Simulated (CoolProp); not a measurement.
Vapour-liquid equilibrium of cyclohexane (1) + n-nonane (2) at 0.414 bar; x and y are mole fractions of (1).

The numbers come from the multi-fluid Helmholtz-energy mixture model, Zhou 2014 and Lemmon 2006; pair parameters Bell 2016 in CoolProp.

| x | bubble temperature (K) | y at the bubble point | dew temperature at overall composition x (K) | liquid density (mol/L) |
|---|---|---|---|---|
| 0.05 | 384.3 | 0.280 | 391.7 | 5.123 |
| 0.2 | 366.0 | 0.678 | 387.1 | 5.587 |
| 0.35 | 354.2 | 0.833 | 381.8 | 6.065 |
| 0.5 | 345.5 | 0.910 | 375.5 | 6.585 |
| 0.65 | 338.5 | 0.954 | 367.7 | 7.167 |
| 0.8 | 332.8 | 0.980 | 357.2 | 7.828 |
| 0.95 | 328.1 | 0.996 | 339.2 | 8.589 |

No azeotrope shows between x = 0.05 and 0.95.

Pair parameters are fitted to limited data, so mixtures are less certain than the pure fluids.
